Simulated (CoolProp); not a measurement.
Diethyl ether along the isobar 4740 kPa: density (kg/m³) from the reference equation and from simpler models built on Tc = 467.9 K, pc = 3717 kPa, ω = 0.282; each cubic takes its own stable root.

The numbers come from the reference Helmholtz-energy equation of state, Thol 2014 in CoolProp.

```csv
T (K),phase,reference
466.5,liquid,425.6
473.9,supercritical,386.0
481.3,supercritical,316.7
488.7,supercritical,224.2
496.2,supercritical,180.6
503.6,supercritical,158.5
511,supercritical,144.1
518.4,supercritical,133.6
525.8,supercritical,125.4
533.2,supercritical,118.7
540.6,supercritical,113.1
548,supercritical,108.3
```

Problem. How far does each simpler model (van der Waals, Redlich-Kwong, Peng-Robinson) lie from the reference over these 12 states: mean and median of the absolute difference, and the worst?

Solution. 
- van der Waals: mean 12.7 %, median 8.2 %, worst -32.2 % at 466.5 K and 4740 kPa
- Redlich-Kwong: mean 6.2 %, median 3.1 %, worst -18.4 % at 466.5 K and 4740 kPa
- Peng-Robinson: mean 3.6 %, median 0.7 %, worst -12.0 % at 481.3 K and 4740 kPa
